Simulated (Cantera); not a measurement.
Input (Python, Cantera) and output of one run.

```python
import numpy as np
import cantera as ct

gas_names = [...]  # 130 gases of nasa_gas.yaml made of C, H, Mg, O, S
cond_names = """
    C(gr) C6H6(L) C7H8(L) C8H18(L),n-octa H2O(s) H2O(L) H2SO4(L) Mg(cr) Mg(L) MgCO3(s) MgO(s) MgO(L)
    MgO2H2(s) MgS(s) MgSO4(s) MgSO4(L) S(cr1) S(cr2) S(L)
""".split()


# ... load() reads the species with a 1 bar reference pressure and builds the phases ...
atoms = {
    'MgCO3': {'Mg': 1, 'C': 1, 'O': 3},
    'H2S': {'H': 2, 'S': 1},
    'O2': {'O': 2},
}
top_T = {'C(gr)': 4500, 'MgS(s)': 2250}  # K; cautious upper limits of use, not melting points


# ... equilibrate(T, P, feed) seeds the gas with the atoms and calls Mixture.equilibrate('TP', solver="vcs", rtol=1e-11, max_steps=5000) ...
results = []
feed = {'MgCO3': 1, 'H2S': 0.2, 'O2': 1.7}  # mol
P = 14000  # Pa
for T in [900, 925, 950, 975, 1000, 1025, 1050, 1075, 1100, 1125, 1150]:
    mix = equilibrate(T, P, feed)
    results.append((T, P, feed, dict(zip(mix.species_names, mix.species_moles))))

top = {s: max(r[3][s] / sum(r[3][g] for g in gas_names) for r in results) for s in gas_names}
cols = sorted((s for s in top if top[s] > 0.001), key=lambda s: -top[s])[:8]
seen = [c for c in cond_names if any(r[3].get(c, 0) > 1e-12 for r in results)]
print("log10 of partial pressures in bar; condensed amounts in mol")
print(f"{'T/K':>10s}" + "".join(f"{s[:9]:>10s}" for s in cols + seen))
for T, P, feed, n in results:
    ng = sum(n[g] for g in gas_names)
    print(f"{T:10.4g}" + "".join(f"{np.log10(max(n[s] / ng * P / 1e5, 1e-99)):10.3f}" for s in cols)
          + "".join(f"{n.get(c, 0):10.4g}" for c in seen))
```

Output:

```
log10 of partial pressures in bar; condensed amounts in mol
       T/K        O2       CO2       H2O       SO2       SO3    MgO(s)  MgSO4(s)
       900    -1.138    -1.252    -1.951    -7.166    -6.910       0.8       0.2
       925    -1.138    -1.252    -1.951    -6.574    -6.472       0.8       0.2
       950    -1.138    -1.252    -1.951    -6.014    -6.057       0.8       0.2
       975    -1.138    -1.252    -1.951    -5.483    -5.665    0.8001    0.1999
      1000    -1.138    -1.252    -1.951    -4.980    -5.293    0.8003    0.1997
      1025    -1.138    -1.252    -1.951    -4.503    -4.939    0.8008    0.1992
      1050    -1.138    -1.252    -1.951    -4.049    -4.604     0.802     0.198
      1075    -1.138    -1.253    -1.952    -3.617    -4.285    0.8053    0.1947
      1100    -1.139    -1.255    -1.954    -3.205    -3.981    0.8131    0.1869
      1125    -1.141    -1.260    -1.959    -2.812    -3.691    0.8317    0.1683
      1150    -1.145    -1.270    -1.969    -2.436    -3.415    0.8756    0.1244
```

Cantera equilibrium calculation (NASA polynomials, part measured and part estimated; ideal gas, pure solids and liquids). Mutual solubility and eutectic melting of coexisting phases are not modelled.
